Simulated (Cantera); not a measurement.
What does this Cantera script print?

```python
import numpy as np
import cantera as ct

gas = ct.Solution("gri30.yaml")
gas.TPX = 1050, 12000, {'CO': 0.004, 'O2': 0.086, 'H2O': 0.0044, 'N2': 1}
reactor = ct.IdealGasConstPressureReactor(gas, energy="off", clone=False)
net = ct.ReactorNet([reactor])
net.rtol, net.atol = 1e-08, 1e-18
show = ['CO', 'O2', 'H2O', 'O', 'H2O2', 'H2']
times = np.geomspace(2e-06, 10, 9)

steps = ct.SolutionArray(gas, extra=["t"])
rows = []
print(f"{'t/s':>10s}{'T/K':>9s}{'P/Pa':>11s}" + "".join(f"{s:>11s}" for s in show))
for t in times:
    while net.time < t:
        t_next = net.step()
        steps.append(gas.state, t=t_next)
    rows.append([np.interp(t, steps.t, y) for y in (steps.T, steps.P, *steps(*show).X.T)])
    print(f"{t:10.3e}{rows[-1][0]:9.1f}{rows[-1][1]:11.4g}" + "".join(f"{x:11.3e}" for x in rows[-1][2:]))
rate = np.gradient(steps.T, steps.t)
print("integrator steps:", len(steps.t))
if steps.T.max() > steps.T[0] + 200:
    print(f"time of steepest temperature rise: {steps.t[rate.argmax()]:.4e} s")
gas.TPX = 1050, 12000, {'CO': 0.004, 'O2': 0.086, 'H2O': 0.0044, 'N2': 1}
gas.equilibrate("TP")
print(f"equilibrium (TP): T = {gas.T:.1f} K  " + "  ".join(f"{s} {gas[s].X[0]:.3e}" for s in show))
```

It prints:

```
       t/s      T/K       P/Pa         CO         O2        H2O          O       H2O2         H2
 2.000e-06   1050.0    1.2e+04  3.655e-03  7.858e-02  4.020e-03  2.220e-13  2.775e-24  1.594e-23
 1.375e-05   1050.0    1.2e+04  3.655e-03  7.858e-02  4.020e-03  1.526e-12  1.377e-22  5.498e-21
 9.457e-05   1050.0    1.2e+04  3.655e-03  7.858e-02  4.020e-03  1.048e-11  6.059e-21  1.504e-18
 6.503e-04   1050.0    1.2e+04  3.655e-03  7.858e-02  4.020e-03  7.172e-11  2.953e-19  7.092e-16
 4.472e-03   1050.0    1.2e+04  3.655e-03  7.858e-02  4.020e-03  5.391e-10  5.426e-17  2.638e-13
 3.075e-02   1050.0    1.2e+04  3.655e-03  7.858e-02  4.020e-03  6.717e-08  4.071e-13  2.639e-10
 2.115e-01   1050.0    1.2e+04  7.918e-04  7.721e-02  4.005e-03  8.850e-05  3.490e-08  5.123e-06
 1.454e+00   1050.0    1.2e+04  1.829e-05  7.690e-02  4.025e-03  2.088e-06  4.715e-09  8.158e-08
 1.000e+01   1050.0    1.2e+04  2.694e-07  7.689e-02  4.027e-03  4.671e-08  1.622e-10  1.551e-09
integrator steps: 1319
equilibrium (TP): T = 1050.0 K  CO 1.178e-11  O2 7.688e-02  H2O 4.028e-03  O 5.387e-10  H2O2 2.005e-12  H2 1.527e-11
```

Computed with Cantera and GRI-Mech 3.0 (53 species, 325 reactions).
